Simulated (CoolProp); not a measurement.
A closed Brayton cycle with carbon dioxide: compressor inlet 317.15 K and 9.2 MPa, high pressure 24.9 MPa, turbine inlet 880 K, compressor efficiency 0.85, turbine efficiency 0.93, recuperator effectiveness 0 (on enthalpy, no pinch check). Each further row changes one setting.

The numbers come from the reference Helmholtz-energy equation of state, Span 1996 in CoolProp.

| case | thermal efficiency (%) | net work (kJ/kg) | compressor to turbine work | compressor exit (K) | turbine exit (K) |
|---|---|---|---|---|---|
| as stated | 15.6 | 108 | 0.26 | 376.4 | 751.9 |
| turbine inlet 830 K | [?] | 98.8 | 0.27 | 376.4 | [?] |
| compressor inlet 327.15 K | [?] | [?] | 0.34 | [?] | 751.9 |
| high pressure 21.2 MPa | [?] | [?] | 0.24 | 366.6 | [?] |
| recuperator effectiveness 0.5 | 23.0 | 108 | 0.26 | 376.4 | 751.9 |

Question: Some entries are withheld; supply them.

Answer: 
- turbine inlet 830 K, thermal efficiency (%): 15.7
- turbine inlet 830 K, turbine exit (K): 706.4
- compressor inlet 327.15 K, thermal efficiency (%): 15.3
- compressor inlet 327.15 K, net work (kJ/kg): 96.5
- compressor inlet 327.15 K, compressor exit (K): 405.5
- high pressure 21.2 MPa, thermal efficiency (%): 13.4
- high pressure 21.2 MPa, net work (kJ/kg): 93.7
- high pressure 21.2 MPa, turbine exit (K): 772.0
